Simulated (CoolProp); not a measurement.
Chlorine at several states: fugacity coefficient from the reference equation and from simpler models built on Tc = 416.9 K, pc = 76.42 bar, ω = 0.070; each cubic takes its own stable root.

The numbers come from the reference Helmholtz-energy equation of state, Thol 2021 in CoolProp.

```
T (K)  p (bar)   phase  reference
-----  -------  ------  ---------
201.7      200  liquid   0.001124
429.6     4.36     gas     0.9835
254.1    0.301     gas     0.9937
342.5     43.1  liquid     0.4389
402.6     8.51     gas     0.9606
215.5      3.8  liquid    0.08218
```

Problem. How far does each simpler model (Redlich-Kwong, Peng-Robinson) lie from the reference over these 6 states: mean and median of the absolute difference, and the worst?

Solution. 
- Redlich-Kwong: mean 5.7 %, median 1.9 %, worst -17.2 % at 201.7 K and 200 bar
- Peng-Robinson: mean 4.7 %, median 1.3 %, worst +14.0 % at 201.7 K and 200 bar
